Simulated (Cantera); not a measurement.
# HMDSO + N2O + N2 (silicon oxide and oxynitride deposition)

Charge: 1 mol HMDSO, 3.6 mol N2O, 62 mol N2, equilibrated at 0.133 bar.

Cantera equilibrium calculation (NASA polynomials, part measured and part estimated; ideal gas, pure solids and liquids). Candidate condensed phases: C, C6H6, C7H8, C8H18, H2O, Si, SiC, SiO2, Si2N2O, Si3N4; 151 gas species. The feed counts by its element totals alone. Mutual solubility and eutectic melting of coexisting phases are not modelled. The numbers say what is thermodynamically allowed, not how fast it happens.

From 700 K to 800 K the condensed part is C(graphite) + SiO2(α-quartz). From 900 K to 1000 K the condensed part is C(graphite) + SiO2(β-quartz). At 1100 K the condensed part is C(graphite) + SiO2(β-quartz) + Si2N2O(s). From 1200 K to 1600 K the condensed part is C(graphite) + Si2N2O(s). At 1700 K the condensed part is SiC(s) + Si2N2O(s).

| T (K) | log p N2 | log p H2 | log p CO | log p CH4 | log p H2O | log p HCN | n C(graphite) | n SiO2(α-quartz) | n SiO2(β-quartz) | n Si2N2O(s) | n SiC(s) |
|---|---|---|---|---|---|---|---|---|---|---|---|
| 700 | -0.93 | -1.90 | -3.85 | -2.86 | -3.11 | -9.69 | 5.11 | 2.00 | 0 | 0 | 0 |
| 800 | -0.93 | -1.82 | -3.15 | -3.51 | -3.60 | -8.40 | 5.40 | 2.00 | 0 | 0 | 0 |
| 900 | -0.93 | -1.80 | -2.99 | -4.11 | -4.41 | -7.43 | 5.38 | 0 | 2.00 | 0 | 0 |
| 1000 | -0.93 | -1.80 | -2.98 | -4.62 | -5.18 | -6.65 | 5.39 | 0 | 2.00 | 0 | 0 |
| 1100 | -0.94 | -1.80 | -2.89 | -5.04 | -5.74 | -6.02 | 5.27 | 0 | 1.91 | 0.0427 | 0 |
| 1200 | -0.95 | -1.81 | -2.21 | -5.42 | -5.60 | -5.51 | 2.40 | 0 | 0 | 1.00 | 0 |
| 1300 | -0.95 | -1.81 | -2.21 | -5.72 | -6.06 | -5.06 | 2.39 | 0 | 0 | 1.000 | 0 |
| 1400 | -0.95 | -1.81 | -2.21 | -5.98 | -6.44 | -4.68 | 2.39 | 0 | 0 | 1.000 | 0 |
| 1500 | -0.95 | -1.81 | -2.21 | -6.21 | -6.78 | -4.36 | 2.37 | 0 | 0 | 1.000 | 0 |
| 1600 | -0.95 | -1.81 | -2.21 | -6.41 | -7.07 | -4.07 | 2.35 | 0 | 0 | 0.998 | 0 |
| 1700 | -0.96 | -1.82 | -2.13 | -6.69 | -7.17 | -3.92 | 0 | 0 | 0 | 0.206 | 1.56 |
log p: log10 of the partial pressure in bar; n: condensed amount in mol.
